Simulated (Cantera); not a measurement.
Cantera run:

```python
import numpy as np
import cantera as ct

gas_names = """
    Br Br2 H HBr HO2 H2 H2O H2O2 O OH O2 O3
""".split()
cond_names = """
    Br2(cr) Br2(L) H2O(s) H2O(L)
""".split()


# ... load() reads the species with a 1 bar reference pressure and builds the phases ...
atoms = {
    'HBr': {'H': 1, 'Br': 1},
    'O2': {'O': 2},
    'H2O': {'H': 2, 'O': 1},
}
top_T = {}  # K; cautious upper limits of use, not melting points


# ... equilibrate(T, P, feed) seeds the gas with the atoms and calls Mixture.equilibrate('TP', solver="vcs", rtol=1e-11, max_steps=5000) ...
results = []
feed = {'HBr': 1, 'O2': 0.018, 'H2O': 0.065}  # mol
P = 1000  # Pa
for T in [1500, 1700, 1900, 2100, 2300, 2500, 2700]:
    mix = equilibrate(T, P, feed)
    results.append((T, P, feed, dict(zip(mix.species_names, mix.species_moles))))

top = {s: max(r[3][s] / sum(r[3][g] for g in gas_names) for r in results) for s in gas_names}
cols = sorted((s for s in top if top[s] > 1e-05), key=lambda s: -top[s])[:7]
seen = [c for c in cond_names if any(r[3].get(c, 0) > 1e-12 for r in results)]
print("log10 of partial pressures in bar; condensed amounts in mol")
print(f"{'T/K':>10s}" + "".join(f"{s[:9]:>10s}" for s in cols + seen))
for T, P, feed, n in results:
    ng = sum(n[g] for g in gas_names)
    print(f"{T:10.4g}" + "".join(f"{np.log10(max(n[s] / ng * P / 1e5, 1e-99)):10.3f}" for s in cols)
          + "".join(f"{n.get(c, 0):10.4g}" for c in seen))
```

Output:

```
log10 of partial pressures in bar; condensed amounts in mol
       T/K       HBr        Br         H        H2       H2O        OH         O
      1500    -2.103    -2.998    -6.612    -3.715    -3.045    -7.487   -10.446
      1700    -2.184    -2.715    -5.421    -3.178    -3.067    -6.596    -8.935
      1900    -2.326    -2.500    -4.545    -2.890    -3.099    -5.840    -7.620
      2100    -2.524    -2.366    -3.875    -2.738    -3.136    -5.198    -6.483
      2300    -2.764    -2.295    -3.355    -2.681    -3.181    -4.647    -5.487
      2500    -3.038    -2.270    -2.953    -2.707    -3.266    -4.195    -4.623
      2700    -3.348    -2.279    -2.656    -2.820    -3.490    -3.917    -3.948
```

Method: chemical equilibrium by Gibbs-energy minimisation in Cantera with the NASA 1993 tables (ideal gas, pure condensed phases).
